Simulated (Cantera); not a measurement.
A perfectly stirred reactor is fed with 11.8 % CO, 2.23 % H2, 0.964 % CH4, 17.9 % O2, 67.2 % N2, equivalence ratio 0.50, at 760 Torr; it is adiabatic with a 573 K inlet, and is followed from long to short residence time, starting on the burning branch (τ in s: 0.04, 0.024, 0.014, 0.0081, 0.0048, 0.0028, 0.0016, 0.00096, 0.00056, 0.00033, 0.00019, 0.00011, 6.7e-05).

Model: GRI-Mech 3.0 (53 species, 325 reactions), integrated in Cantera.

### Question
Predict: blow-out, bracketed by the residence times tried; x(CO) at τ = 40.0 ms; x(H2) at τ = 40.0 ms; x(CH4) at τ = 40.0 ms; x(HO2) at τ = 40.0 ms; x(CO) at τ = 1.60 ms; x(H2) at τ = 1.60 ms; x(CH4) at τ = 1.60 ms; x(HO2) at τ = 1.60 ms.

### Answer
- blow-out, bracketed by the residence times tried = burning at 0.190 ms, out at 0.110 ms
- x(CO) at τ = 40.0 ms = 0.00272
- x(H2) at τ = 40.0 ms = 0.000177
- x(CH4) at τ = 40.0 ms = 1.80e-6
- x(HO2) at τ = 40.0 ms = 2.13e-6
- x(CO) at τ = 1.60 ms = 0.0161
- x(H2) at τ = 1.60 ms = 0.00102
- x(CH4) at τ = 1.60 ms = 1.48e-5
- x(HO2) at τ = 1.60 ms = 1.21e-5
